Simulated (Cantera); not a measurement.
A closed system holds: 1 mol SiO2, 2.4 mol CH4, 1.1 mol CO, equilibrated at 56.0 mbar.

Cantera equilibrium calculation (NASA polynomials, part measured and part estimated; ideal gas, pure solids and liquids). Candidate condensed phases: C, C6H6, C7H8, C8H18, H2O, Si, SiC, SiO2; 123 gas species. Gases not in the tables: Si2H6 and higher silanes. Kinetics and transport are ignored.

x: gas mole fraction; n: condensed amount in mol.

```json
[
 {"T (K)": "1850", "x H2": "0.606", "x CO": "0.354", "x H": "0.00177", "x SiO": "0.0379", "x Si": "1.42e-5", "x Si2C": "1.95e-7", "x C2H2 (acetylene)": "9.46e-6", "n SiC(s)": "0.700"},
 {"T (K)": "1900", "x H2": "0.605", "x CO": "0.354", "x H": "0.00261", "x SiO": "0.0379", "x Si": "3.21e-5", "x Si2C": "5.62e-7", "x C2H2 (acetylene)": "1.57e-5", "n SiC(s)": "0.700"},
 {"T (K)": "1950", "x H2": "0.604", "x CO": "0.354", "x H": "0.00377", "x SiO": "0.0379", "x Si": "6.94e-5", "x Si2C": "1.53e-6", "x C2H2 (acetylene)": "2.55e-5", "n SiC(s)": "0.699"},
 {"T (K)": "2000", "x H2": "0.603", "x CO": "0.353", "x H": "0.00534", "x SiO": "0.0378", "x Si": "0.000145", "x Si2C": "3.96e-6", "x C2H2 (acetylene)": "4.03e-5", "n SiC(s)": "0.699"},
 {"T (K)": "2050", "x H2": "0.601", "x CO": "0.353", "x H": "___", "x SiO": "0.0377", "x Si": "___", "x Si2C": "___", "x C2H2 (acetylene)": "___", "n SiC(s)": "0.698"},
 {"T (K)": "2100", "x H2": "0.599", "x CO": "0.353", "x H": "0.0102", "x SiO": "0.0375", "x Si": "0.000562", "x Si2C": "2.30e-5", "x C2H2 (acetylene)": "9.44e-5", "n SiC(s)": "0.696"},
 {"T (K)": "2150", "x H2": "0.596", "x CO": "0.352", "x H": "0.0138", "x SiO": "0.0372", "x Si": "0.00105", "x Si2C": "5.19e-5", "x C2H2 (acetylene)": "0.000140", "n SiC(s)": "0.693"},
 {"T (K)": "2200", "x H2": "0.591", "x CO": "0.351", "x H": "0.0183", "x SiO": "0.0366", "x Si": "0.00192", "x Si2C": "0.000112", "x C2H2 (acetylene)": "0.000206", "n SiC(s)": "0.688"},
 {"T (K)": "2250", "x H2": "0.585", "x CO": "0.350", "x H": "___", "x SiO": "0.0357", "x Si": "___", "x Si2C": "___", "x C2H2 (acetylene)": "___", "n SiC(s)": "0.679"},
 {"T (K)": "2300", "x H2": "0.578", "x CO": "0.349", "x H": "0.0311", "x SiO": "0.0343", "x Si": "0.00574", "x Si2C": "0.000466", "x C2H2 (acetylene)": "0.000433", "n SiC(s)": "0.664"},
 {"T (K)": "2350", "x H2": "0.568", "x CO": "0.348", "x H": "0.0397", "x SiO": "0.0320", "x Si": "0.00941", "x Si2C": "0.000890", "x C2H2 (acetylene)": "0.000631", "n SiC(s)": "0.638"}
]
```

What belongs in the gaps?


- 2050, x H: 0.00743
- 2050, x Si: 0.000290
- 2050, x Si2C: 9.76e-6
- 2050, x C2H2 (acetylene): 6.23e-5
- 2250, x H: 0.0240
- 2250, x Si: 0.00337
- 2250, x Si2C: 0.000234
- 2250, x C2H2 (acetylene): 0.000299
